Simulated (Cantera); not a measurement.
Standard-state values (1 bar) from the NASA 1993 polynomials, evaluated with Cantera. Values are per mole of reaction as written; species without (g) are pure solids or liquids, kept so even where they would boil at 1 bar.

H₂(g) + Cl₂(g) = 2 HCl(g)

```
T (K)  ΔH° (kJ)  ΔS° (J/K)  ΔG° (kJ)  log10 K
-----  --------  ---------  --------  -------
875      -188.2       13.4    -199.9    11.94
900      -188.3       13.3    -200.3    11.62
925      -188.4       13.2    -200.6    11.33
950      -188.6       13.0    -200.9    11.05
975      -188.7       12.9    -201.3    10.78
1000          …          …         …        …
1025     -188.9       12.7    -201.9    10.29
1050     -189.0       12.6    -202.2    10.06
1075     -189.1       12.5    -202.5     9.84
1100     -189.2       12.4    -202.8     9.63
1125          …          …         …        …
```

**Question.** What belongs in the gaps?

**Answer.** 
- 1000, ΔH° (kJ): -188.8
- 1000, ΔS° (J/K): 12.8
- 1000, ΔG° (kJ): -201.6
- 1000, log10 K: 10.53
- 1125, ΔH° (kJ): -189.3
- 1125, ΔS° (J/K): 12.3
- 1125, ΔG° (kJ): -203.1
- 1125, log10 K: 9.43
